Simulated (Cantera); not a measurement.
**Equilibrium for oxide etching and cleaning by halides: SiO2 + Cl2 + N2**

Input: 1 mol SiO2, 0.89 mol Cl2, 12 mol N2, held at 750 K and 180 Pa.

Equilibrium computed with Cantera from the NASA thermochemical tables; the gas is ideal and each condensed phase is pure. Candidate condensed phases: Si, SiO2, Si2N2O, Si3N4; 23 gas species. Equilibrium is a limit: real reactors are often held back by kinetics, nucleation or transport.

| Quantity | Value |
|---|---|
| x(N2) | 0.931 |
| x(Cl2) | 0.0690 |
| x(Cl) | 1.68e-5 |
| n(SiO2(α-quartz)) | 1.00 mol |
| gas amount | 12.89 mol |
| log10 activity of Si(s) (absent) | -42.67 |
